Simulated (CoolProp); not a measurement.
Methane along the isotherm -101.75 °C: fugacity coefficient from the reference equation and from simpler models built on Tc = -82.6 °C, pc = 4599 kPa, ω = 0.011; each cubic takes its own stable root.

Model: reference Helmholtz-energy equation of state, Setzmann 1991, in CoolProp.

```
p (kPa)   phase  reference  van der Waals  Redlich-Kwong  Soave-Redlich-Kwong
-------  ------  ---------  -------------  -------------  -------------------
1280        gas     0.8747         0.8939         0.8737               0.8740
2560     liquid     0.7284         0.7858         0.7313               0.7353
3830     liquid     0.5097         0.6080         0.5140               0.5168
5110     liquid     0.3998         0.4865         0.4045               0.4068
6390     liquid     0.3343         0.4144         0.3391               0.3411
7670     liquid     0.2910         0.3671         0.2959               0.2977
8940     liquid     0.2606         0.3343         0.2656               0.2672
10200    liquid     0.2383         0.3106         0.2432               0.2447
11500    liquid     0.2206         0.2922         0.2256               0.2270
```

At some of these states van der Waals gives the other phase, because its saturation line lies elsewhere.
